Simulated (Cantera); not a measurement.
A perfectly stirred reactor is fed with CO : H2 : CH4 : O2 : N2 = 1 : 0.039 : 0.03 : 0.362 : 1.36 (molar parts), equivalence ratio 1.6, at 500000 Pa; it is adiabatic with a 448 K inlet, and is followed from long to short residence time, starting on the burning branch (τ in s: 0.049, 0.021, 0.0086, 0.0036, 0.0015, 0.00062, 0.00026, 0.00011, 4.5e-05, 1.9e-05).

Cantera simulation using GRI-Mech 3.0 (53 species, 325 reactions); the numbers are that mechanism's predictions, not measurements.

x: mole fraction; the columns are a selection and need not sum to one.

| τ (s) | T (K) | x CO | x H2 | x CH4 | x CH3 | x HO2 |
|---|---|---|---|---|---|---|
| 0.049 | 2386 | 0.172 | 0.00421 | 4.64e-7 | 3.25e-7 | 9.43e-8 |
| 0.021 | 2380 | 0.172 | 0.00421 | 8.13e-7 | 5.58e-7 | 1.58e-7 |
| 0.0086 | 2367 | 0.173 | 0.00423 | ___ | ___ | ___ |
| 0.0036 | 2346 | 0.175 | 0.00427 | 2.21e-6 | 1.32e-6 | 6.40e-7 |
| 0.0015 | 2310 | 0.178 | 0.00436 | 3.60e-6 | 1.90e-6 | 1.33e-6 |
| 0.00062 | 2253 | 0.183 | 0.00452 | 6.06e-6 | 2.73e-6 | 2.73e-6 |
| 0.00026 | 2170 | 0.190 | 0.00476 | ___ | ___ | ___ |
| 0.00011 | 2061 | 0.199 | 0.00501 | 2.04e-5 | 5.97e-6 | 1.00e-5 |
| 4.5e-5 | 1917 | 0.211 | 0.00516 | 4.61e-5 | 9.67e-6 | 1.87e-5 |
| 1.9e-5 | 1720 | 0.233 | 0.00501 | 0.000144 | 1.78e-5 | 3.92e-5 |

**Question.** What belongs in the gaps?

**Answer.** 
- 0.0086, x CH4: 1.37e-6
- 0.0086, x CH3: 8.92e-7
- 0.0086, x HO2: 3.11e-7
- 0.00026, x CH4: 1.07e-5
- 0.00026, x CH3: 3.97e-6
- 0.00026, x HO2: 5.36e-6
